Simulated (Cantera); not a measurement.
Charge: 1 mol Si3N4, 47 mol HCl, 69 mol N2, equilibrated at 1450 K and 0.0120 Torr.

Method: chemical equilibrium by Gibbs-energy minimisation in Cantera with the NASA 1993 tables (ideal gas, pure condensed phases). Candidate condensed phases: NH4Cl, Si, Si3N4; 28 gas species. The tables' values for SiCl3 are old estimates; treat these amounts as uncertain. Rates play no part.

Base state: N2 0.601, HCl 0.342, H2 0.0276, SiCl2 0.0246, Cl 0.00397, SiCl3 0.000704, H 0.000393, SiCl4 7.37e-5 (mole fractions); condensed: gas only.

**Question.** What changes in the equilibrium state with this change: HCl from 47 to 1.7 mol?

**Answer.** 
```csv
species,before,after
N2,0.601,0.976
SiCl2,0.0246,0.00903
H2,0.0276,0.00901
HCl,0.342,0.00514
SiCl4,7.37e-5,1.87e-8
Si,3.62e-7,0.000192
SiCl3,0.000704,6.80e-6
"Si(s), mol",0,2.32
```
The tables' values for SiCl are old estimates; treat these amounts as uncertain.

**Question.** What changes in the equilibrium state with this change: pressure from 0.0120 Torr to 1.58 Torr?

**Answer.** 
```csv
species,before,after
N2,0.601,0.606
HCl,0.342,0.335
H2,0.0276,0.0331
SiCl2,0.0246,0.0159
SiHCl3,5.12e-7,4.26e-5
SiCl4,7.37e-5,0.00500
Cl,0.00397,0.000310
```
